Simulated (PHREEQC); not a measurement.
A PHREEQC input (ion-association model, wateq4f.dat):

```
SOLUTION 1
  temp 80
  units mg/L
  pH 6.67
  pe 8.8
  Na 384
  K 1.13
  Ca 1080
  Mg 8.68
  Cl 530
  S(6) 2110 as SO4
  Alkalinity 876
  B 0.898
  Li 11.3
  Cu(2) 2.52
  Ba 1.74
END
USE solution 1
EQUILIBRIUM_PHASES 1
  CO2(g) -2.5 10
END
```

The run finishes without an error or a warning.

Its last state differs from that of the intended input:

| quantity | as run | intended |
|---|---|---|
| pH | 8.44 | 8.38 |
| ionic strength (mol/kgw) | 0.0757 | 0.0761 |
| HCO3- (mol/kgw) | 0.00640 | 0.00554 |
| CaCO3 (mol/kgw) | 0.00455 | 0.00359 |
| NaCO3- (mol/kgw) | 0.000316 | 0.000238 |
| CO3-2 (mol/kgw) | 0.000271 | 0.000203 |
| SI of Gypsum (CaSO4:2H2O) | +0.16 | +0.17 |
| SI of Magnesite (MgCO3) | +0.48 | +0.36 |

**Question.** One thing in the input isn't as intended. What explains the difference?

**Answer.** Several could match; the one computed here: The fault: 'as HCO3' left off the alkalinity, which is then read as CaCO3.
